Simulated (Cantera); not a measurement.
A perfectly stirred reactor is fed with CH4 : H2 = 0.014 : 1 (molar parts), at 0.0390 bar; it is held at 1875 K, and followed from long to short residence time.

Computed with Cantera and GRI-Mech 3.0 (53 species, 325 reactions). GRI-Mech 3.0 stops at C3 and has no aromatics, soot or wall deposition, so with more carbon than oxygen in the feed, carbon stays in small species such as C2H2 where larger ones or solid carbon would form. Radical loss at walls, strong at low pressure, is not modelled.

### Question
What does this change do: temperature 1875 to 1298 K?

### Answer
```
quantity                  before     after
----------------------  --------  --------
x(CH4) at τ = 12.0 s    0.000869    0.0138
x(H2) at τ = 12.0 s        0.989     0.986
x(C2H4) at τ = 12.0 s    3.62e-6   1.77e-6
x(CH2) at τ = 12.0 s     2.22e-7  3.74e-12
x(C2H2) at τ = 12.0 s    0.00634   4.88e-6
x(CH4) at τ = 0.340 s    0.00477    0.0138
x(H2) at τ = 0.340 s       0.988     0.986
x(C2H4) at τ = 0.340 s   6.59e-6   7.40e-9
x(CH2) at τ = 0.340 s    9.31e-7    <1e-12
x(C2H2) at τ = 0.340 s   0.00430  3.29e-10
```

### Question
What does this change do: temperature 1875 to 1775 K?

### Answer
```tsv
quantity	before	after
x(CH4) at τ = 12.0 s	0.000869	0.00193
x(H2) at τ = 12.0 s	0.989	0.991
x(C2H4) at τ = 12.0 s	3.62e-6	6.68e-6
x(CH2) at τ = 12.0 s	2.22e-7	8.91e-8
x(C2H2) at τ = 12.0 s	0.00634	0.00582
x(CH4) at τ = 0.340 s	0.00477	0.00835
x(H2) at τ = 0.340 s	0.988	0.988
x(C2H4) at τ = 0.340 s	6.59e-6	1.04e-5
x(CH2) at τ = 0.340 s	9.31e-7	3.04e-7
x(C2H2) at τ = 0.340 s	0.00430	0.00256
```
